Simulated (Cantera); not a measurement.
Thermodynamics of silicon oxide and oxynitride deposition, feed Si2H6 + O2 + H2

Charge: 1 mol Si2H6, a varied amount of O2, 0.42 mol H2, at 1100 K and 4600 Pa.

These are equilibrium values from Cantera (NASA tables, ideal gas, pure condensed phases), not measurements of a reactor. Candidate condensed phases: H2O, Si, SiO2; 18 gas species. The feed counts by its element totals alone. Mutual solubility and eutectic melting of coexisting phases are not modelled. Kinetics and transport are ignored.

At 1.7 mol O2 the condensed part is Si(s) + SiO2(β-quartz). From 2.9 mol O2 to 11 mol O2 the condensed part is SiO2(β-quartz).

```csv
n(O2) (mol),x H2,x H2O,x O2,x OH,x SiO,x H,x SiH4,x O,n Si(s),n SiO2(β-quartz)
1.7,1.000,9.10e-9,<1e-12,<1e-12,5.01e-7,1.21e-7,2.43e-8,<1e-12,0.300,1.70
2.9,0.474,0.526,<1e-12,4.11e-10,<1e-12,8.30e-8,<1e-12,<1e-12,0,2.00
4.1,1.72e-8,0.898,0.102,3.68e-6,<1e-12,1.58e-11,<1e-12,3.72e-9,0,2.00
5.4,7.15e-9,0.669,0.331,4.25e-6,<1e-12,1.02e-11,<1e-12,6.69e-9,0,2.00
6.6,4.92e-9,0.542,0.458,4.15e-6,<1e-12,8.46e-12,<1e-12,7.87e-9,0,2.00
7.8,3.79e-9,0.455,0.545,3.98e-6,<1e-12,7.42e-12,<1e-12,8.59e-9,0,2.00
9,3.10e-9,0.393,0.607,3.79e-6,<1e-12,6.71e-12,<1e-12,9.07e-9,0,2.00
10,2.69e-9,0.352,0.648,3.65e-6,<1e-12,6.25e-12,<1e-12,9.36e-9,0,2.00
11,2.38e-9,0.319,0.681,3.52e-6,<1e-12,5.88e-12,<1e-12,9.60e-9,0,2.00
```
x: gas mole fraction; n: condensed amount in mol.
